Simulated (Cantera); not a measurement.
Catalytic combustion on Pt

An isothermal plug-flow reactor at 575 K and 1.01 bar (inlet), inlet velocity 0.02 m/s, active area per volume 3400 1/m; feed CO : O₂ : N₂ : H₂O = 0.018 : 0.012 : 0.79 : 0.03 (molar parts), equivalence ratio 0.75.

Cantera simulation using Deutschmann's 1995 Pt surface mechanism with GRI-Mech 3.0 gas chemistry; the numbers are that mechanism's predictions, not measurements. Catalytic surfaces can have several steady states; this one follows from the mechanism file's or the stated starting coverage. Mass transfer to the wall is taken as infinitely fast.

```
z (m)       x CO     x O₂   x H₂O     x CO₂  θ free Pt      θ O*     θ OH*     θ CO*
-------  -------  -------  ------  --------  ---------  --------  --------  --------
0.00089   0.0208   0.0140  0.0353  0.000340    0.00299  0.000610  0.000140     0.996
0.0015    0.0206   0.0138  0.0353  0.000574    0.00300  0.000612  0.000140     0.996
0.0025    0.0202   0.0136  0.0353  0.000959    0.00303  0.000615  0.000141     0.996
0.0041    0.0196   0.0133  0.0353   0.00158    0.00308  0.000621  0.000143     0.996
0.0069    0.0185   0.0128  0.0353   0.00268    0.00317  0.000631  0.000146     0.996
0.012     0.0165   0.0118  0.0354   0.00474    0.00336  0.000654  0.000154     0.996
0.019     0.0135   0.0103  0.0354   0.00772    0.00371  0.000699  0.000167     0.995
0.032    0.00716  0.00714  0.0355    0.0142    0.00514  0.000929  0.000227     0.994
0.053    5.14e-6  0.00357  0.0357    0.0214    0.00211     0.993   0.00476   1.74e-6
0.089    2.69e-9  0.00357  0.0357    0.0214    0.00208     0.993   0.00473  8.91e-10
```
x: gas mole fraction; θ: surface coverage.
